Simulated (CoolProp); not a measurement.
A closed Brayton cycle with carbon dioxide: compressor inlet 319.15 K and 8.3 MPa, high pressure 21.1 MPa, turbine inlet 690 K, compressor efficiency 0.8, turbine efficiency 0.93, recuperator effectiveness 0.9 (on enthalpy, no pinch check). Each further row changes one setting.

Values from CoolProp's reference Helmholtz-energy equation of state, Span 1996.

| case | thermal efficiency (%) | net work (kJ/kg) | compressor to turbine work | compressor exit (K) | turbine exit (K) |
|---|---|---|---|---|---|
| as stated | 28.1 | 57.7 | 0.44 | 392.9 | 586.2 |
| turbine inlet 640 K | 25.3 | … | 0.48 | 392.9 | 540.2 |
| compressor inlet 329.15 K | … | … | 0.51 | 411.3 | 586.2 |
| high pressure 17.9 MPa | … | … | 0.42 | … | … |
| recuperator effectiveness 0.5 | … | 57.7 | 0.44 | 392.9 | 586.2 |

### Question
What belongs in the gaps?

### Answer

- turbine inlet 640 K, net work (kJ/kg): 48.4
- compressor inlet 329.15 K, thermal efficiency (%): 26.2
- compressor inlet 329.15 K, net work (kJ/kg): 50.0
- high pressure 17.9 MPa, thermal efficiency (%): 27.3
- high pressure 17.9 MPa, net work (kJ/kg): 50.4
- high pressure 17.9 MPa, compressor exit (K): 379.5
- high pressure 17.9 MPa, turbine exit (K): 604.2
- recuperator effectiveness 0.5, thermal efficiency (%): 19.6
